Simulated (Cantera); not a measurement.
# borazine + O₂ (boron, boron nitride and boron oxide)

Charge: 1 mol borazine, a varied amount of O₂, equilibrated at 2273.15 K and 133 Pa.

Method: chemical equilibrium by Gibbs-energy minimisation in Cantera with the NASA 1993 tables (ideal gas, pure condensed phases). Candidate condensed phases: B, BN, B₂O₃, B₃O₃H₃, H₂O; 39 gas species. The feed counts by its element totals alone. The tables' values for BH₂ are old estimates; treat these amounts as uncertain. Equilibrium is a limit: real reactors are often held back by kinetics, nucleation or transport.

From 0.54 mol O₂ to 1.3 mol O₂ the condensed part is B(s). From 1.7 mol O₂ to 5.1 mol O₂ nothing is condensed. The main B-bearing gas is BO at 0.54 mol O₂ and HBO₂ at 5.1 mol O₂.

| n(O₂) (mol) | x H₂ | x HBO₂ | x BO | x N₂ | x H₂O | x H | x O₂ | x B₂O₃ | x BO₂ | x HBO | x OH | x O | x B₂O₂ | n B(s) |
|---|---|---|---|---|---|---|---|---|---|---|---|---|---|---|
| 0.54 | 0.415 | 5.76e-6 | 0.135 | 0.253 | 9.23e-7 | 0.148 | <1e-12 | 5.50e-6 | 3.84e-7 | 0.0331 | 5.12e-8 | 1.26e-8 | 0.00502 | 1.86 |
| 0.92 | 0.361 | 1.22e-5 | 0.204 | 0.227 | 1.21e-6 | 0.138 | <1e-12 | 1.87e-5 | 8.70e-7 | 0.0465 | 7.19e-8 | 1.89e-8 | 0.0114 | 1.08 |
| 1.3 | 0.319 | 1.83e-5 | 0.258 | 0.206 | 1.35e-6 | 0.130 | <1e-12 | 3.81e-5 | 1.40e-6 | 0.0553 | 8.56e-8 | 2.39e-8 | 0.0183 | 0.305 |
| 1.7 | 0.309 | 0.0175 | 0.239 | 0.204 | 0.00137 | 0.128 | 4.64e-8 | 0.0341 | 0.00135 | 0.0504 | 8.80e-5 | 2.50e-5 | 0.0157 | 0 |
| 2.1 | 0.306 | 0.0720 | 0.143 | 0.215 | 0.00940 | 0.127 | 2.23e-6 | 0.0845 | 0.00560 | 0.0300 | 0.000607 | 0.000173 | 0.00559 | 0 |
| 2.4 | 0.282 | 0.130 | 0.0876 | 0.222 | 0.0265 | 0.122 | 2.10e-5 | 0.0972 | 0.0105 | 0.0176 | 0.00179 | 0.000532 | 0.00210 | 0 |
| 2.8 | 0.219 | 0.205 | 0.0444 | 0.227 | 0.0730 | 0.108 | 0.000264 | 0.0885 | 0.0189 | 0.00787 | 0.00558 | 0.00189 | 0.000539 | 0 |
| 3.2 | 0.141 | 0.256 | 0.0236 | 0.228 | 0.137 | 0.0865 | 0.00224 | 0.0728 | 0.0293 | 0.00336 | 0.0131 | 0.00549 | 0.000152 | 0 |
| 3.6 | 0.0794 | 0.273 | 0.0137 | 0.224 | 0.189 | 0.0649 | 0.0134 | 0.0602 | 0.0416 | 0.00146 | 0.0240 | 0.0135 | 5.13e-5 | 0 |
| 4 | 0.0493 | 0.265 | 0.00960 | 0.213 | 0.206 | 0.0511 | 0.0414 | 0.0520 | 0.0513 | 0.000808 | 0.0332 | 0.0236 | 2.52e-5 | 0 |
| 4.3 | 0.0385 | 0.253 | 0.00813 | 0.204 | 0.206 | 0.0452 | 0.0680 | 0.0477 | 0.0556 | 0.000604 | 0.0376 | 0.0303 | 1.81e-5 | 0 |
| 4.7 | 0.0302 | 0.238 | 0.00695 | 0.193 | 0.201 | 0.0400 | 0.104 | 0.0432 | 0.0589 | 0.000458 | 0.0413 | 0.0375 | 1.32e-5 | 0 |
| 5.1 | 0.0252 | 0.224 | 0.00620 | 0.182 | 0.193 | 0.0365 | 0.139 | 0.0397 | 0.0607 | 0.000373 | 0.0435 | 0.0434 | 1.05e-5 | 0 |
x: gas mole fraction; n: condensed amount in mol.
